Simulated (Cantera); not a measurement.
Charge: 1 mol SiC, 0.2 mol O2, 9.5 mol N2, at 1325 K.

Equilibrium computed with Cantera from the NASA thermochemical tables; the gas is ideal and each condensed phase is pure. Candidate condensed phases: C, Si, SiC, SiO2, Si2N2O, Si3N4; 34 gas species. N2 is the only nitrogen source here; it is nearly inert below about 1500 K, so the nitride shown seldom forms there in practice. Mutual solubility and eutectic melting of coexisting phases are not modelled. The numbers say what is thermodynamically allowed, not how fast it happens.

Q: At 1.50 Pa, list the 3 most abundant gas species with their mole fractions, and the condensed phases.

A: N2 0.972, CO 0.0272, SiO 0.00123. Condensed: SiC(s) + Si2N2O(s).
